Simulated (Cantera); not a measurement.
A closed system holds: 1 mol Al(CH3)3, 21 mol O2, 530 mol H2, at 1750 K and 1.30 mbar.

Cantera equilibrium calculation (NASA polynomials, part measured and part estimated; ideal gas, pure solids and liquids). Candidate condensed phases: Al, Al2O3, C, C6H6, C7H8, C8H18, H2O; 121 gas species. The feed counts by its element totals alone. Kinetics and transport are ignored.

Base state: H2 0.919, H2O 0.0694, H 0.00618, CO 0.00545, CO2 0.000114, OH 2.74e-5 (mole fractions); condensed: Al2O3(s).

### Question
What changes in the equilibrium state with this change: Al(CH3)3 replaced by Al?

### Answer
| species | before | after |
|---|---|---|
| H2 | 0.919 | 0.918 |
| H2O | 0.0694 | 0.0761 |
| H | 0.00618 | 0.00618 |
| CO | 0.00545 | 0 |
| CO2 | 0.000114 | 0 |
| OH | 2.74e-5 | 3.01e-5 |
| Al2O3(s), mol | 0.500 | 0.500 |
